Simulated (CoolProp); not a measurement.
A closed Brayton cycle with carbon dioxide: compressor inlet 315.15 K and 8 MPa, high pressure 21.2 MPa, turbine inlet 905 K, compressor efficiency 0.8, turbine efficiency 0.93, recuperator effectiveness 0.9 (on enthalpy, no pinch check). Each further row changes one setting.

Computed with CoolProp (reference Helmholtz-energy equation of state, Span 1996).

```json
[
 {"case": "as stated", "thermal efficiency (%)": "36.5", "net work (kJ/kg)": "101", "compressor to turbine work": "0.31", "compressor exit (K)": "390.3", "turbine exit (K)": "777.9"},
 {"case": "turbine inlet 855 K", "thermal efficiency (%)": "35.1", "net work (kJ/kg)": "?", "compressor to turbine work": "0.33", "compressor exit (K)": "390.3", "turbine exit (K)": "732.4"},
 {"case": "compressor inlet 325.15 K", "thermal efficiency (%)": "35.4", "net work (kJ/kg)": "92.0", "compressor to turbine work": "0.37", "compressor exit (K)": "?", "turbine exit (K)": "777.9"},
 {"case": "high pressure 18 MPa", "thermal efficiency (%)": "?", "net work (kJ/kg)": "86.7", "compressor to turbine work": "0.30", "compressor exit (K)": "377.3", "turbine exit (K)": "798.6"},
 {"case": "recuperator effectiveness 0.5", "thermal efficiency (%)": "22.1", "net work (kJ/kg)": "101", "compressor to turbine work": "0.31", "compressor exit (K)": "390.3", "turbine exit (K)": "777.9"}
]
```

### Question
Fill in the missing entries.

### Answer

- turbine inlet 855 K, net work (kJ/kg): 91.8
- compressor inlet 325.15 K, compressor exit (K): 410.1
- high pressure 18 MPa, thermal efficiency (%): 34.8
